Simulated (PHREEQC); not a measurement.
Model water analysis in mg/kgw, 25 °C, pH 3.85, pe 8.1:

```
constituent  mg/kgw
-----------  ------
Na             2250
K                95
Ca              134
Mg              471
Cl              829
S(6) as SO4    5790
Li            0.139
Mn(2)          5.38
N(5) as NO3    3.93
Sr             1.46
```

Valence states are taken as typed.

Model: ion-association model, wateq4f.dat, run in PHREEQC.

This is a speciation only: nothing precipitates in the calculation.

Q: Predict the ionic strength, charge-balance error.

A: ionic strength 0.169 mol/kgw; charge-balance error 1.0 %.

Q: In which forms is Mn present?

A: Mn+2 55 %, MnSO4 43 %, MnCl+ 1.8 % of the Mn.
